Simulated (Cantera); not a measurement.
**Carbon deposition, reforming and gasification: toluene + H₂ + N₂**

Feed: 1 mol toluene, 2.7 mol H₂, 0.69 mol N₂, held at 1125 K and 7.50 bar.

These are equilibrium values from Cantera (NASA tables, ideal gas, pure condensed phases), not measurements of a reactor. Candidate condensed phases: C, C₆H₆, C₇H₈, C₈H₁₈; 92 gas species. Kinetics and transport are ignored.

```
Property           Result
--------------  ---------
x(H₂)               0.767
x(CH₄)              0.127
x(N₂)               0.105
x(NH₃)           0.000453
x(C₂H₆)           9.95e-6
x(HCN)            8.71e-6
x(C₂H₄)           4.32e-6
n(C(graphite))   6.17 mol
gas amount      6.552 mol
```
